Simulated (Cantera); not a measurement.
Charge: 1 mol Al, 0.41 mol H2O, 36 mol H2, held at 2148 K and 10.0 mbar.

Cantera equilibrium calculation (NASA polynomials, part measured and part estimated; ideal gas, pure solids and liquids). Candidate condensed phases: Al, Al2O3, H2O; 19 gas species. The tables' values for AlOH are old estimates; treat these amounts as uncertain. Kinetics and transport are ignored.

Base state: H2 0.942, H 0.0404, Al 0.0110, Al2O 0.00613, H2O 0.000391, AlOH 0.000222, AlH 0.000220, AlO 1.98e-5 (mole fractions); condensed: Al2O3(s).

**Question.** What changes in the equilibrium state with this change: H2 from 36 to 1.1 mol?

**Answer.** 
| species | before | after |
|---|---|---|
| H2 | 0.942 | 0.681 |
| Al2O | 0.00613 | 0.157 |
| Al | 0.0110 | 0.125 |
| H | 0.0404 | 0.0344 |
| Al2 | 1.80e-7 | 2.33e-5 |
| AlH | 0.000220 | 0.00213 |
| H2O | 0.000391 | 5.60e-5 |
| AlO | 1.98e-5 | 4.45e-5 |
| Al2O3(s), mol | 0.0513 | 0.0234 |
